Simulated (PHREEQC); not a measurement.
Dissolve 57 mmol/kgw H2SO4 at 25 °C and 100 atm. Closed to the air; pH follows from the charge balance.

Computed with PHREEQC (Pitzer model, pitzer.dat).

Each row changes one thing in this solution. No solid was allowed to form.

```json
[
 {"case": "as made", "pH": "1.22", "ionic strength (mol/kgw)": "0.0958", "HSO4- (mol/kgw)": "0.0376", "SO4-2 (mol/kgw)": "0.0194"},
 {"case": "temperature from 25 to 15 °C", "pH": "1.21", "ionic strength (mol/kgw)": "0.102", "HSO4- (mol/kgw)": "0.0343", "SO4-2 (mol/kgw)": "0.0227"},
 {"case": "temperature from 25 to 75 °C", "pH": "1.29", "ionic strength (mol/kgw)": "0.0706", "HSO4- (mol/kgw)": "0.0502", "SO4-2 (mol/kgw)": "0.00678"},
 {"case": "H2SO4 from 0.057 to 0.0285 mol/kgw", "pH": "1.48", "ionic strength (mol/kgw)": "0.0526", "HSO4- (mol/kgw)": "0.0165", "SO4-2 (mol/kgw)": "0.0120"},
 {"case": "diluted 10-fold with water", "pH": "2.08", "ionic strength (mol/kgw)": "0.0133", "HSO4- (mol/kgw)": "0.00189", "SO4-2 (mol/kgw)": "0.00380"},
 {"case": "temperature from 25 to 50 °C", "pH": "1.26", "ionic strength (mol/kgw)": "0.0812", "HSO4- (mol/kgw)": "0.0449", "SO4-2 (mol/kgw)": "0.0121"}
]
```

Species that the database lacks are ignored. Under pressure, the constants of complexes without a molar volume in the database are unreliable. Constants without temperature data keep their 25 °C values here.
